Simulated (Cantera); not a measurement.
# Thermodynamics of halide evaporation, hydrolysis and transport, feed CaCl2 + H2 + N2

Input: 1 mol CaCl2, 46 mol H2, 2.1 mol N2, held at 0.220 bar.

These are equilibrium values from Cantera (NASA tables, ideal gas, pure condensed phases), not measurements of a reactor. Candidate condensed phases: Ca, CaCl2, NH4Cl; 16 gas species. Equilibrium is a limit: real reactors are often held back by kinetics, nucleation or transport.

From 602 °C to 752 °C the condensed part is CaCl2(s). From 802 °C to 1152 °C the condensed part is CaCl2(l).

```json
[
 {"T (°C)": "602", "x H2": "0.956", "x N2": "0.0436", "x CaCl2": "4.58e-10", "x NH3": "6.41e-5", "x HCl": "5.75e-11", "x CaCl": "2.67e-12", "n CaCl2(s)": "1.00", "n CaCl2(l)": "0"},
 {"T (°C)": "652", "x H2": "0.956", "x N2": "0.0436", "x CaCl2": "4.73e-9", "x NH3": "4.27e-5", "x HCl": "3.93e-10", "x CaCl": "2.97e-11", "n CaCl2(s)": "1.00", "n CaCl2(l)": "0"},
 {"T (°C)": "702", "x H2": "0.956", "x N2": "0.0436", "x CaCl2": "3.81e-8", "x NH3": "2.97e-5", "x HCl": "2.22e-9", "x CaCl": "2.55e-10", "n CaCl2(s)": "1.000", "n CaCl2(l)": "0"},
 {"T (°C)": "752", "x H2": "0.956", "x N2": "0.0436", "x CaCl2": "2.49e-7", "x NH3": "2.13e-5", "x HCl": "1.06e-8", "x CaCl": "1.76e-9", "n CaCl2(s)": "1.000", "n CaCl2(l)": "0"},
 {"T (°C)": "802", "x H2": "0.956", "x N2": "0.0437", "x CaCl2": "1.24e-6", "x NH3": "1.57e-5", "x HCl": "4.24e-8", "x CaCl": "9.38e-9", "n CaCl2(s)": "0", "n CaCl2(l)": "1.000"},
 {"T (°C)": "852", "x H2": "0.956", "x N2": "0.0437", "x CaCl2": "4.97e-6", "x NH3": "1.19e-5", "x HCl": "1.48e-7", "x CaCl": "4.10e-8", "n CaCl2(s)": "0", "n CaCl2(l)": "1.000"},
 {"T (°C)": "902", "x H2": "0.956", "x N2": "0.0437", "x CaCl2": "1.76e-5", "x NH3": "9.26e-6", "x HCl": "4.63e-7", "x CaCl": "1.56e-7", "n CaCl2(s)": "0", "n CaCl2(l)": "0.999"},
 {"T (°C)": "952", "x H2": "0.956", "x N2": "0.0437", "x CaCl2": "5.58e-5", "x NH3": "7.33e-6", "x HCl": "1.32e-6", "x CaCl": "5.28e-7", "n CaCl2(s)": "0", "n CaCl2(l)": "0.997"},
 {"T (°C)": "1002", "x H2": "0.956", "x N2": "0.0436", "x CaCl2": "0.000160", "x NH3": "5.90e-6", "x HCl": "3.50e-6", "x CaCl": "1.60e-6", "n CaCl2(s)": "0", "n CaCl2(l)": "0.992"},
 {"T (°C)": "1052", "x H2": "0.956", "x N2": "0.0436", "x CaCl2": "0.000422", "x NH3": "4.83e-6", "x HCl": "8.59e-6", "x CaCl": "4.42e-6", "n CaCl2(s)": "0", "n CaCl2(l)": "0.979"},
 {"T (°C)": "1102", "x H2": "0.955", "x N2": "0.0436", "x CaCl2": "0.00103", "x NH3": "4.01e-6", "x HCl": "1.98e-5", "x CaCl": "1.12e-5", "n CaCl2(s)": "0", "n CaCl2(l)": "0.950"},
 {"T (°C)": "1152", "x H2": "0.954", "x N2": "0.0436", "x CaCl2": "0.00234", "x NH3": "3.36e-6", "x HCl": "4.31e-5", "x CaCl": "2.65e-5", "n CaCl2(s)": "0", "n CaCl2(l)": "0.886"}
]
```
x: gas mole fraction; n: condensed amount in mol.
